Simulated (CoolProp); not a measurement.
Computed with CoolProp (reference Helmholtz-energy equation of state, Lemmon 2006). It is a short technical equation, of lower accuracy than the large ones.

Problem. Give the vapour pressure (kPa), liquid cp (kJ/(kg K)), surface tension (mN/m) of saturated n-nonane at 171.45, 187.25, 203.15 °C.

Solution. 
| T (°C) | p (kPa) | liquid cp (kJ/(kg K)) | surface tension (mN/m) |
|---|---|---|---|
| 171.45 | 170 | 2.83 | 9.47 |
| 187.25 | 243 | 2.90 | 8.23 |
| 203.15 | 339 | 2.98 | 7.02 |

Surface tension comes from a separate correlation (Mulero 2012).
